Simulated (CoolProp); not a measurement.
The numbers come from the reference Helmholtz-energy equation of state, Lemmon 2006 in CoolProp. It is a short technical equation, of lower accuracy than the large ones.

### Question
For hydrogen sulfide, give the phase and the cp (kJ/(kg K)), cv (kJ/(kg K)), expansivity (1/kK), viscosity (µPa s) at -28.95 °C and 39 bar; -28.95 °C and 65.7 bar.

### Answer
- -28.95 °C and 39 bar: liquid; cp 2.00, cv 1.16, expansivity 2.10, viscosity 206
- -28.95 °C and 65.7 bar: liquid; cp 1.99, cv 1.16, expansivity 2.05, viscosity 209

Viscosity comes from a separate model (Quiñones-Cisneros 2012).
